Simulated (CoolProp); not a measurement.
The numbers come from the reference Helmholtz-energy equation of state, Lemmon 2006 in CoolProp. It is a short technical equation, of lower accuracy than the large ones.

**Question.** Give the vapour pressure (bar), enthalpy of vaporisation (kJ/kg), liquid cp (kJ/(kg K)) of saturated isohexane at 248.3, 266.9, 270 K.

**Answer.** 
| T (K) | p (bar) | enthalpy of vaporisation (kJ/kg) | liquid cp (kJ/(kg K)) |
|---|---|---|---|
| 248.3 | 0.0217 | 379 | 2.01 |
| 266.9 | 0.0646 | 367 | 2.09 |
| 270 | 0.0762 | 365 | 2.11 |
